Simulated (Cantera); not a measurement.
Feed: 1 mol n-butane, 1.2 mol O2, held at 0.133 bar.

Method: chemical equilibrium by Gibbs-energy minimisation in Cantera with the NASA 1993 tables (ideal gas, pure condensed phases). Candidate condensed phases: C, C6H6, C7H8, C8H18, H2O; 110 gas species. Rates play no part.

x: gas mole fraction; n: condensed amount in mol.

```json
[
 {"T (K)": "825", "x H2": "0.628", "x CO": "0.117", "x H2O": "0.124", "x CO2": "0.0827", "x CH4": "0.0476", "n C(graphite)": "___"},
 {"T (K)": "875", "x H2": "0.657", "x CO": "0.195", "x H2O": "0.0694", "x CO2": "0.0543", "x CH4": "0.0251", "n C(graphite)": "___"},
 {"T (K)": "925", "x H2": "0.665", "x CO": "0.260", "x H2O": "0.0343", "x CO2": "0.0271", "x CH4": "0.0134", "n C(graphite)": "___"},
 {"T (K)": "975", "x H2": "0.668", "x CO": "0.297", "x H2O": "0.0159", "x CO2": "0.0113", "x CH4": "0.00748", "n C(graphite)": "1.74"},
 {"T (K)": "1025", "x H2": "0.670", "x CO": "0.313", "x H2O": "0.00743", "x CO2": "0.00450", "x CH4": "0.00440", "n C(graphite)": "1.65"},
 {"T (K)": "1075", "x H2": "0.672", "x CO": "0.320", "x H2O": "0.00362", "x CO2": "0.00185", "x CH4": "0.00272", "n C(graphite)": "1.62"},
 {"T (K)": "1125", "x H2": "0.673", "x CO": "0.322", "x H2O": "0.00186", "x CO2": "0.000810", "x CH4": "0.00174", "n C(graphite)": "1.61"},
 {"T (K)": "1175", "x H2": "0.674", "x CO": "0.323", "x H2O": "0.00101", "x CO2": "0.000378", "x CH4": "0.00116", "n C(graphite)": "1.60"},
 {"T (K)": "1225", "x H2": "0.675", "x CO": "0.324", "x H2O": "0.000573", "x CO2": "0.000187", "x CH4": "0.000797", "n C(graphite)": "1.60"},
 {"T (K)": "1275", "x H2": "0.675", "x CO": "0.324", "x H2O": "0.000340", "x CO2": "9.82e-5", "x CH4": "0.000563", "n C(graphite)": "1.60"},
 {"T (K)": "1325", "x H2": "0.675", "x CO": "0.324", "x H2O": "0.000210", "x CO2": "5.41e-5", "x CH4": "0.000408", "n C(graphite)": "1.60"},
 {"T (K)": "1375", "x H2": "0.675", "x CO": "0.324", "x H2O": "0.000134", "x CO2": "3.12e-5", "x CH4": "0.000303", "n C(graphite)": "1.60"},
 {"T (K)": "1425", "x H2": "0.675", "x CO": "0.324", "x H2O": "8.87e-5", "x CO2": "1.87e-5", "x CH4": "0.000229", "n C(graphite)": "1.60"}
]
```

**Question.** What belongs in the gaps?

**Answer.** 
- 825, n C(graphite): 2.54
- 875, n C(graphite): 2.24
- 925, n C(graphite): 1.93
